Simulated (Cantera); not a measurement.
What does this Cantera script print?

```python
import numpy as np
import cantera as ct

gas = ct.Solution("gri30.yaml", transport_model="multicomponent")
show = ['H2', 'NO', 'CH3']

rows = []
print(f"{'T/K':>7s}{'rho':>11s}{'cp':>10s}{'mu':>11s}{'lambda':>11s}{'Pr':>7s}" + "".join(f"{'D_' + s:>11s}" for s in show))
for T in [400, 500, 600, 700, 800, 900, 1000]:
    gas.TPX = T, 10, {'H2O': 0.14, 'O2': 0.055, 'NO': 0.48}
    Pr = gas.cp_mass * gas.viscosity / gas.thermal_conductivity
    D = [gas.mix_diff_coeffs_mole[gas.species_index(s)] for s in show]
    rows.append([gas.density, gas.cp_mass, gas.viscosity, gas.thermal_conductivity, Pr, *D])
    print(f"{T:7g}{gas.density:11.4e}{gas.cp_mass:10.1f}{gas.viscosity:11.4e}"
          f"{gas.thermal_conductivity:11.4e}{Pr:7.3f}" + "".join(f"{d:11.4e}" for d in D))
print("SI units: kg/m3, J/kg/K, Pa s, W/m/K, m2/s")
```

Result:

```
    T/K        rho        cp         mu     lambda     Pr       D_H2       D_NO      D_CH3
    400 8.3232e-05    1115.1 2.1500e-05 3.4926e-02  0.686 1.3222e+00 3.7976e-01 3.8368e-01
    500 6.6586e-05    1138.7 2.5513e-05 4.2650e-02  0.681 1.9324e+00 5.7107e-01 5.6915e-01
    600 5.5488e-05    1169.0 2.9246e-05 5.0368e-02  0.679 2.6283e+00 7.9170e-01 7.8157e-01
    700 4.7561e-05    1200.9 3.2759e-05 5.8047e-02  0.678 3.4043e+00 1.0394e+00 1.0190e+00
    800 4.1616e-05    1231.5 3.6093e-05 6.5613e-02  0.677 4.2563e+00 1.3123e+00 1.2800e+00
    900 3.6992e-05    1259.4 3.9277e-05 7.3024e-02  0.677 5.1806e+00 1.6090e+00 1.5633e+00
   1000 3.3293e-05    1285.2 4.2334e-05 8.0318e-02  0.677 6.1744e+00 1.9285e+00 1.8680e+00
SI units: kg/m3, J/kg/K, Pa s, W/m/K, m2/s
```

Detailed kinetics in Cantera: GRI-Mech 3.0 (53 species, 325 reactions). Polar gases are described roughly by these parameters.
